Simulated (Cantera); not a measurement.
What does this Cantera script print?

```python
import numpy as np
import cantera as ct

gas = ct.Solution("gri30.yaml", transport_model="mixture-averaged")
show = ['H2O', 'CO2', 'OH']

rows = []
print(f"{'T/K':>7s}{'rho':>11s}{'cp':>10s}{'mu':>11s}{'lambda':>11s}{'Pr':>7s}" + "".join(f"{'D_' + s:>11s}" for s in show))
for T in [400, 500, 600, 700, 800, 900, 1000, 1100]:
    gas.TPX = T, 14000, {'CH3OH': 0.23}
    Pr = gas.cp_mass * gas.viscosity / gas.thermal_conductivity
    D = [gas.mix_diff_coeffs_mole[gas.species_index(s)] for s in show]
    rows.append([gas.density, gas.cp_mass, gas.viscosity, gas.thermal_conductivity, Pr, *D])
    print(f"{T:7g}{gas.density:11.4e}{gas.cp_mass:10.1f}{gas.viscosity:11.4e}"
          f"{gas.thermal_conductivity:11.4e}{Pr:7.3f}" + "".join(f"{d:11.4e}" for d in D))
print("SI units: kg/m3, J/kg/K, Pa s, W/m/K, m2/s")
```

It prints:

```
    T/K        rho        cp         mu     lambda     Pr      D_H2O      D_CO2       D_OH
    400 1.3488e-01    1604.1 1.3101e-05 2.8202e-02  0.745 1.9732e-04 1.3695e-04 2.9741e-04
    500 1.0791e-01    1857.8 1.6447e-05 4.1126e-02  0.743 3.0940e-04 2.1104e-04 4.4614e-04
    600 8.9921e-02    2101.4 1.9689e-05 5.5467e-02  0.746 4.4425e-04 2.9804e-04 6.1721e-04
    700 7.7075e-02    2314.0 2.2798e-05 7.0521e-02  0.748 6.0005e-04 3.9683e-04 8.0891e-04
    800 6.7441e-02    2490.7 2.5767e-05 8.5885e-02  0.747 7.7531e-04 5.0655e-04 1.0199e-03
    900 5.9947e-02    2642.8 2.8601e-05 1.0132e-01  0.746 9.6878e-04 6.2648e-04 1.2491e-03
   1000 5.3953e-02    2798.1 3.1307e-05 1.1666e-01  0.751 1.1794e-03 7.5604e-04 1.4958e-03
   1100 4.9048e-02    2921.5 3.3897e-05 1.3182e-01  0.751 1.4063e-03 8.9475e-04 1.7591e-03
SI units: kg/m3, J/kg/K, Pa s, W/m/K, m2/s
```

Computed with Cantera and GRI-Mech 3.0 (53 species, 325 reactions). Polar gases are described roughly by these parameters. The composition is frozen, though it would react at the higher temperatures.
